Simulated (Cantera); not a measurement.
A perfectly stirred reactor is fed with 4.63 % CH₄, 0.162 % C₂H₆, 1.39 % C₃H₈, 19.7 % O₂, 74.1 % N₂, equivalence ratio 0.85, at 760 Torr; it is adiabatic with a 498 K inlet, and is followed from long to short residence time, starting on the burning branch (τ in s: 0.023, 0.014, 0.0084, 0.0051, 0.0031, 0.0019, 0.0011, 0.00068, 0.00041, 0.00025, 0.00015, 9.1e-05).

Model: GRI-Mech 3.0 (53 species, 325 reactions), integrated in Cantera. GRI-Mech 3.0 was tuned for natural gas; its chemistry of propane as a main component is partial and can be far from experiment.

One state of this run: T (K) = 1859; x CH₄ = 0.000318; x C₂H₆ = 2.87e-6; x C₃H₈ = 1.95e-5; x HCO = 1.39e-5; x H₂O = 0.128; x CO₂ = 0.0573. x: mole fraction; the columns are a selection and need not sum to one.

**Question.** Which value of τ (s) does it belong to?
(A) 0.00015
(B) 9.1e-5
(C) 0.0011
(D) 0.0084

**Answer.** A, 0.00015
